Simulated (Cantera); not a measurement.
A perfectly stirred reactor is fed with C2H6 : H2 = 1 : 2.2 (molar parts), at 1.18 atm; it is held at 1625 K, and followed from long to short residence time.

Model: GRI-Mech 3.0 (53 species, 325 reactions), integrated in Cantera. GRI-Mech 3.0 stops at C3 and has no aromatics, soot or wall deposition, so with more carbon than oxygen in the feed, carbon stays in small species such as C2H2 where larger ones or solid carbon would form.

```csv
quantity,before,after
x(C2H6) at τ = 15.0 s,4.31e-5,2.92e-5
x(H2) at τ = 15.0 s,0.752,0.838
x(CH4) at τ = 15.0 s,0.0770,0.0670
x(C2H4) at τ = 15.0 s,0.0127,0.00780
x(C2H2) at τ = 15.0 s,0.158,0.0871
x(C2H6) at τ = 67.0 ms,0.000343,0.000195
x(H2) at τ = 67.0 ms,0.726,0.826
x(CH4) at τ = 67.0 ms,0.114,0.0857
x(C2H4) at τ = 67.0 ms,0.0137,0.00834
x(C2H2) at τ = 67.0 ms,0.146,0.0793
```

Question: Name the change that produced these shifts.
A) pressure from 1.18 atm to 0.0128 atm
B) pressure from 1.18 atm to 0.00395 atm
C) C2H6 1 to 0.41 parts
D) pressure from 1.18 atm to 0.132 atm

Answer: C, C2H6 1 to 0.41 parts
